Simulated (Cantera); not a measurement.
What does this Cantera script print?

```python
import numpy as np
import cantera as ct

gas = ct.Solution("gri30.yaml")
gas.TPX = 1050, 200, {'C2H6': 1, 'N2': 1.2}
reactor = ct.IdealGasConstPressureReactor(gas, energy="off", clone=False)
net = ct.ReactorNet([reactor])
net.rtol, net.atol = 1e-08, 1e-18
show = ['C2H6', 'H2', 'CH4', 'HCN', 'C2H']
times = np.geomspace(3e-05, 80, 14)

steps = ct.SolutionArray(gas, extra=["t"])
rows = []
print(f"{'t/s':>10s}{'T/K':>9s}{'P/Pa':>11s}" + "".join(f"{s:>11s}" for s in show))
for t in times:
    while net.time < t:
        t_next = net.step()
        steps.append(gas.state, t=t_next)
    rows.append([np.interp(t, steps.t, y) for y in (steps.T, steps.P, *steps(*show).X.T)])
    print(f"{t:10.3e}{rows[-1][0]:9.1f}{rows[-1][1]:11.4g}" + "".join(f"{x:11.3e}" for x in rows[-1][2:]))
rate = np.gradient(steps.T, steps.t)
print("integrator steps:", len(steps.t))
if steps.T.max() > steps.T[0] + 200:
    print(f"time of steepest temperature rise: {steps.t[rate.argmax()]:.4e} s")
gas.TPX = 1050, 200, {'C2H6': 1, 'N2': 1.2}
gas.equilibrate("TP")
print(f"equilibrium (TP): T = {gas.T:.1f} K  " + "  ".join(f"{s} {gas[s].X[0]:.3e}" for s in show))
```

Output:

```
       t/s      T/K       P/Pa       C2H6         H2        CH4        HCN        C2H
 3.000e-05   1050.0        200  4.545e-01  1.264e-13  1.831e-11  2.625e-29  3.737e-41
 9.363e-05   1050.0        200  4.545e-01  1.155e-12  1.781e-10  7.970e-28  3.217e-38
 2.922e-04   1050.0        200  4.545e-01  2.059e-11  1.722e-09  2.397e-26  6.391e-35
 9.121e-04   1050.0        200  4.545e-01  6.895e-10  1.650e-08  7.458e-25  2.197e-31
 2.847e-03   1050.0        200  4.545e-01  2.233e-08  1.533e-07  8.305e-23  9.817e-28
 8.885e-03   1050.0        200  4.545e-01  6.286e-07  1.291e-06  7.600e-20  8.284e-24
 2.773e-02   1050.0        200  4.545e-01  1.431e-05  8.576e-06  3.473e-17  7.132e-20
 8.655e-02   1050.0        200  4.541e-01  2.234e-04  4.088e-05  2.536e-15  1.497e-16
 2.701e-01   1050.0        200  4.508e-01  2.319e-03  2.375e-04  3.366e-14  9.654e-15
 8.431e-01   1050.0        200  4.305e-01  1.488e-02  1.801e-03  1.934e-13  1.100e-13
 2.631e+00   1050.0        200  3.657e-01  5.470e-02  7.583e-03  3.657e-13  3.876e-13
 8.213e+00   1050.0        200  2.204e-01  1.426e-01  2.311e-02  4.822e-13  1.048e-12
 2.563e+01   1050.0        200  4.573e-02  2.460e-01  4.902e-02  5.594e-13  3.138e-12
 8.000e+01   1050.0        200  2.414e-03  2.802e-01  5.529e-02  5.829e-13  2.749e-12
integrator steps: 1154
equilibrium (TP): T = 1050.0 K  C2H6 1.436e-05  H2 3.304e-01  CH4 1.330e-01  HCN 6.111e-02  C2H 1.694e-12
```

Computed with Cantera and GRI-Mech 3.0 (53 species, 325 reactions). GRI-Mech 3.0 stops at C3 and has no aromatics, soot or wall deposition, so with more carbon than oxygen in the feed, carbon stays in small species such as C2H2 where larger ones or solid carbon would form. Radical loss at walls, strong at low pressure, is not modelled.
